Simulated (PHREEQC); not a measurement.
Consider water at 25 °C with 0.11 mol/kgw FeCl3, 0.0001 mol/kgw ZnCl2, 0.022 mol/kgw HCl and 0.0025 mol/kgw NaCl. Closed to the air; pH follows from the charge balance.

Equilibrium calculation in PHREEQC: ion-association model, phreeqc.dat.

This is a speciation only: nothing precipitates in the calculation.

Question: Predict the pH, activity of water.

Answer: pH 1.64; activity of water 0.993.

Question: In which forms is Cl present?

Answer: Cl- 74 %, FeCl+2 17 %, FeCl2+ 8.7 % of the Cl.

Saturation is exceeded, for instance for Hematite (slow to form), Goethite (slow to form); the values hold only as long as no solid forms.
